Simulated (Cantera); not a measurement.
A closed system holds: 1 mol C3H8, 8.7 mol H2, 0.064 mol H2O, held at 1873.15 K.

These are equilibrium values from Cantera (NASA tables, ideal gas, pure condensed phases), not measurements of a reactor. Candidate condensed phases: C, C6H6, C7H8, C8H18, H2O; 110 gas species. Rates play no part.

**Question.** At 27.8 Torr, list the 5 most abundant gas species with their mole fractions, and the condensed phases.

**Answer.** H2 0.991, CO 0.00498, H 0.00334, C2H2 (acetylene) 0.000310, CH4 2.22e-5. Condensed: C(graphite).
